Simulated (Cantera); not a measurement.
A perfectly stirred reactor is fed with 12.0 % CH4, 0.754 % C2H6, 17.7 % O2, 66.7 % N2, 2.87 % H2O, at 5.00 bar; it is adiabatic with a 675 K inlet, and is followed from long to short residence time, starting on the burning branch (τ in s: 0.021, 0.0086, 0.0035, 0.0014, 0.00057, 0.00023, 9.3e-05, 3.8e-05, 1.5e-05, 6.2e-06).

Detailed kinetics in Cantera: GRI-Mech 3.0 (53 species, 325 reactions).

One state of this run: T (K) = 2135; x CH4 = 0.00302; x C2H6 = 5.50e-6; x O2 = 0.00164; x C2H2 = 0.00162; x CO2 = 0.0403; x CH2 = 8.33e-6. x: mole fraction; the columns are a selection and need not sum to one.

Which value of τ (s) does it belong to?
(A) 3.8e-5
(B) 0.021
(C) 0.0014
(D) 0.00057

C, 0.0014
